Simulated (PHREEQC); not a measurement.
1 kg of water holding 0.42 mol/kgw NaOH and 0.57 mol/kgw Na2SO4 is evaporated at 40 °C; the solids stay in contact with the brine. CO2 from the air is kept out. Solids allowed: Mirabilite, Thenardite. Others were left out.

The series has 20 steps of water left (kg), from 1 to 0.02407.

Model: Pitzer model, pitzer.dat, run in PHREEQC.

Which solids form, in which order, and at which step of the series does each first stand?

Thenardite from water left = 0.2082 kg (pH 13.82).

Constants without temperature data keep their 25 °C values here.
